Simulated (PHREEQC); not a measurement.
A solution holds 0.024 mol Ni(NO3)2, 0.011 mol KCl and 0.00021 mol HCl per kg of water, at 25 °C. Closed to the air; pH follows from the charge balance.

The numbers come from PHREEQC with the ion-association model, wateq4f.dat.

Precipitation was switched off in this run.

### Question
Estimate the pH.

### Answer
pH 3.76.

### Question
In which forms is Cl present?

### Answer
Cl- 98 %, NiCl+ 2.3 % of the Cl.

Complexes and solids missing from the database can't appear.
